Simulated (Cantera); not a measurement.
Adiabatic ignition

An adiabatic, constant-pressure homogeneous reactor starts with 1.37 % CH4, 0.301 % C2H6, 11.9 % O2, 86.5 % N2, at 1675 K and 500000 Pa.

Computed with Cantera and GRI-Mech 3.0 (53 species, 325 reactions).

```json
[
 {"t (s)": "2.00e-6", "T (K)": "1674", "x CH4": "0.0137", "x C2H6": "0.00290", "x O2": "0.118", "x H2": "6.16e-6", "x OH": "4.34e-6", "x NO": "1.42e-12"},
 {"t (s)": "5.07e-6", "T (K)": "1673", "x CH4": "0.0135", "x C2H6": "0.00263", "x O2": "0.118", "x H2": "8.84e-5", "x OH": "2.71e-5", "x NO": "2.54e-11"},
 {"t (s)": "1.28e-5", "T (K)": "1698", "x CH4": "0.0103", "x C2H6": "0.000984", "x O2": "0.114", "x H2": "0.00187", "x OH": "0.000235", "x NO": "3.36e-9"},
 {"t (s)": "3.25e-5", "T (K)": "1962", "x CH4": "<1e-12", "x C2H6": "<1e-12", "x O2": "0.0815", "x H2": "0.000783", "x OH": "0.00409", "x NO": "4.97e-6"},
 {"t (s)": "8.25e-5", "T (K)": "2058", "x CH4": "<1e-12", "x C2H6": "<1e-12", "x O2": "0.0799", "x H2": "0.000240", "x OH": "0.00255", "x NO": "1.65e-5"},
 {"t (s)": "0.000209", "T (K)": "2081", "x CH4": "<1e-12", "x C2H6": "<1e-12", "x O2": "0.0801", "x H2": "5.61e-5", "x OH": "0.00128", "x NO": "2.30e-5"},
 {"t (s)": "0.000529", "T (K)": "2085", "x CH4": "<1e-12", "x C2H6": "<1e-12", "x O2": "0.0802", "x H2": "3.11e-5", "x OH": "0.000972", "x NO": "2.78e-5"},
 {"t (s)": "0.00134", "T (K)": "2085", "x CH4": "<1e-12", "x C2H6": "<1e-12", "x O2": "0.0802", "x H2": "3.04e-5", "x OH": "0.000961", "x NO": "3.76e-5"},
 {"t (s)": "0.00340", "T (K)": "2085", "x CH4": "<1e-12", "x C2H6": "<1e-12", "x O2": "0.0801", "x H2": "3.03e-5", "x OH": "0.000960", "x NO": "6.23e-5"},
 {"t (s)": "0.00861", "T (K)": "2084", "x CH4": "<1e-12", "x C2H6": "<1e-12", "x O2": "0.0801", "x H2": "3.03e-5", "x OH": "0.000959", "x NO": "0.000125"},
 {"t (s)": "0.0218", "T (K)": "2084", "x CH4": "<1e-12", "x C2H6": "<1e-12", "x O2": "0.0800", "x H2": "3.03e-5", "x OH": "0.000958", "x NO": "0.000280"},
 {"t (s)": "0.0553", "T (K)": "2083", "x CH4": "<1e-12", "x C2H6": "<1e-12", "x O2": "0.0799", "x H2": "3.01e-5", "x OH": "0.000953", "x NO": "0.000662"},
 {"t (s)": "0.140", "T (K)": "2081", "x CH4": "<1e-12", "x C2H6": "<1e-12", "x O2": "0.0794", "x H2": "2.98e-5", "x OH": "0.000943", "x NO": "0.00154"},
 {"t (s)": "0.355", "T (K)": "2077", "x CH4": "<1e-12", "x C2H6": "<1e-12", "x O2": "0.0786", "x H2": "2.91e-5", "x OH": "0.000924", "x NO": "0.00322"},
 {"t (s)": "0.900", "T (K)": "2073", "x CH4": "<1e-12", "x C2H6": "<1e-12", "x O2": "0.0776", "x H2": "2.84e-5", "x OH": "0.000902", "x NO": "0.00515"}
]
```
x: mole fraction; the columns are a selection and need not sum to one.

- time of steepest temperature rise: 19.8 µs
- temperature at 0.900 s: 2073 K
- equilibrium temperature: 2071 K
- x(CH4) at 0.900 s: <1e-12 (gas-phase equilibrium <1e-12)
- x(C2H6) at 0.900 s: <1e-12 (gas-phase equilibrium <1e-12)
- x(O2) at 0.900 s: 0.0776 (gas-phase equilibrium 0.0773)
